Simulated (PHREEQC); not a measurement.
**Brine**

Consider water at 25 °C with 2.1 mol NaBr, 0.1 mol CaCl2 and 4.2 mol LiCl per kg of water. Closed to the air; pH follows from the charge balance.

Equilibrium calculation in PHREEQC: Pitzer model, pitzer.dat.

```yaml
ionic_strength: 6.60 mol/kgw
activity_of_water: 0.663
density: 1.223 g/cm³
osmotic_coefficient: 1.766
```

```
species  molality  activity   log γ
-------  --------  --------  ------
Cl-          4.40      2.75  -0.203
Li+          4.20      53.9   1.108
Br-          2.10      1.83  -0.059
Na+          2.10      9.02   0.633
Ca+2        0.100      1.90   1.280
OH-       7.26e-8   4.87e-9  -1.173
H+        7.26e-8   1.38e-6   1.279
```

Precipitation was switched off in this run.
